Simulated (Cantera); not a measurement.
Input: 1 mol Fe, 0.058 mol SO2, 43 mol N2, equilibrated at 460 Pa.

These are equilibrium values from Cantera (NASA tables, ideal gas, pure condensed phases), not measurements of a reactor. Candidate condensed phases: Fe, FeO, FeS, FeSO4, FeS2, Fe2O3, Fe2(SO4)3, Fe3O4, S; 19 gas species. Metal and sulfide melt together well below either melting point, which pure phases cannot show. Mutual solubility and eutectic melting of coexisting phases are not modelled. The tables' stoichiometric FeO is somewhat more stable than real wüstite, so its field is too wide. FeO, FeS: taken at fixed stoichiometry. Gases not in the tables: S3 to S7. Kinetics and transport are ignored.

Problem. Which condensed phases are stable at each of these points (T (K)): 1023, 1073, 1123, 1173, 1223, 1273, 1323, 1373, 1423, 1473, 1523, 1573, 1623?

Solution. 
```csv
T (K),condensed phases,Fe condensed (%)
1023,Fe(α) + FeO(s) + FeS(s),100.0
1073,Fe(α) + FeO(s) + FeS(s),100.0
1123,Fe(α) + FeO(s) + FeS(s),100.0
1173,Fe(α) + FeO(s) + FeS(s),100.0
1223,Fe(γ) + FeO(s) + FeS(s),100.0
1273,Fe(γ) + FeO(s) + FeS(s),100.0
1323,Fe(γ) + FeO(s) + FeS(s),100.0
1373,Fe(γ) + FeO(s) + FeS(s),100.0
1423,Fe(γ) + FeO(s),100.0
1473,Fe(γ) + FeO(s),99.9
1523,Fe(γ) + FeO(s),99.8
1573,Fe(γ) + FeO(s),99.4
1623,Fe(γ) + FeO(s),98.4
```

From 1023 K to 1173 K the condensed part is Fe(α) + FeO(s) + FeS(s). From 1223 K to 1373 K the condensed part is Fe(γ) + FeO(s) + FeS(s). From 1423 K to 1623 K the condensed part is Fe(γ) + FeO(s).
